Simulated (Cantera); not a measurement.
Input: 1 mol SiC, 0.0011 mol H2O, 2.3 mol N2, at 1627 °C and 0.0173 Torr.

Equilibrium computed with Cantera from the NASA thermochemical tables; the gas is ideal and each condensed phase is pure. Candidate condensed phases: C, C6H6, C7H8, C8H18, H2O, Si, SiC, SiO2, Si2N2O, Si3N4; 151 gas species. The tables' values for SiN are old estimates; treat these amounts as uncertain. Equilibrium is a limit: real reactors are often held back by kinetics, nucleation or transport.

Base state: N2 0.977, Si 0.0204, H 0.000833, SiC2 0.000515, CO 0.000464, Si2C 0.000357, HCN 4.85e-5, SiN 3.23e-5 (mole fractions); condensed: C(graphite) + SiC(s).

Problem. What changes in the equilibrium state with this change: temperature from 1627 °C to 1000 °C?

Solution. 
| species | before | after |
|---|---|---|
| N2 | 0.977 | 0.999 |
| H2 | 2.53e-5 | 0.000476 |
| CO | 0.000464 | 0.000311 |
| Si | 0.0204 | 2.12e-8 |
| H | 0.000833 | 3.25e-6 |
| SiO | 3.38e-6 | 2.17e-5 |
| SiC2 | 0.000515 | <1e-9 |
| Si2C | 0.000357 | <1e-9 |
| C(graphite), mol | 0.0464 | 0 |
| SiC(s), mol | 0.949 | 0.999 |
| Si2N2O(s), mol | 0 | 0.000334 |
N2 is the only nitrogen source here; it is nearly inert below about 1500 K, so the nitride shown seldom forms there in practice. Mutual solubility and eutectic melting of coexisting phases are not modelled.
